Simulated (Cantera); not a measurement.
Charge: 1 mol Ca(OH)₂, 6.7 mol O₂, 2.3 mol CO₂, equilibrated at 2150 K.

Equilibrium computed with Cantera from the NASA thermochemical tables; the gas is ideal and each condensed phase is pure. Candidate condensed phases: C, C₆H₆, C₇H₈, C₈H₁₈, Ca, CaCO₃, CaO, Ca(OH)₂, H₂O; 115 gas species. Rates play no part.

x: gas mole fraction; n: condensed amount in mol.

```tsv
P (Pa)	x O₂	x CO₂	x O	x H₂O	x CO	x OH	x H	n CaO(s)
10	0.540	0.125	0.144	0.0472	0.0720	0.0352	0.0308	0.982
68	0.614	0.178	0.0587	0.0724	0.0370	0.0279	0.00876	0.998
460	0.645	0.208	0.0231	0.0854	0.0162	0.0190	0.00224	1.000
3200	0.659	0.221	0.00886	0.0919	0.00645	0.0122	0.000540	1.000
22000	0.664	0.226	?	0.0953	?	?	?	1.000
150000	0.667	0.228	?	0.0972	?	?	?	1.000
1000000	0.668	0.229	0.000505	0.0983	0.000376	0.00302	7.49e-6	1.000
```

What belongs in the gaps?


- 22000, x O: 0.00340
- 22000, x CO: 0.00251
- 22000, x OH: 0.00770
- 22000, x H: 0.000129
- 150000, x O: 0.00130
- 150000, x CO: 0.000968
- 150000, x OH: 0.00482
- 150000, x H: 3.09e-5
